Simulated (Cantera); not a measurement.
Feed: 1 mol BCl₃, 3.7 mol O₂, at 2250 K and 3.00 mbar.

Equilibrium computed with Cantera from the NASA thermochemical tables; the gas is ideal and each condensed phase is pure. Candidate condensed phases: B, B₂O₃; 18 gas species. The tables' values for BOCl are old estimates; treat these amounts as uncertain. Equilibrium is a limit: real reactors are often held back by kinetics, nucleation or transport.

Base state: Cl 0.443, O₂ 0.406, BO₂ 0.0609, O 0.0429, B₂O₃ 0.0407, BOCl 0.00493, BO 0.00209, ClO 0.000197 (mole fractions); condensed: gas only.

Problem. What changes in the equilibrium state with this change: temperature from 2250 K to 1423.15 K?

Solution. 
```
species         before     after
------------  --------  --------
O₂               0.406     0.578
Cl               0.443     0.253
Cl₂           0.000197     0.167
O               0.0429   1.87e-5
BO₂             0.0609  0.000180
B₂O₃            0.0407   0.00137
BO             0.00209     <1e-9
BOCl           0.00493   0.00103
ClO           0.000197  0.000287
B₂O₃(l), mol         0     0.490
```

Problem. What changes in the equilibrium state with this change: pressure from 3.00 mbar to 1.33 mbar?

Solution. 
| species | before | after |
|---|---|---|
| Cl | 0.443 | 0.438 |
| O₂ | 0.406 | 0.387 |
| BO₂ | 0.0609 | 0.0688 |
| O | 0.0429 | 0.0629 |
| B₂O₃ | 0.0407 | 0.0355 |
| Cl₂ | 0.000197 | 8.55e-5 |
| BO | 0.00209 | 0.00363 |
| ClO | 0.000197 | 0.000127 |
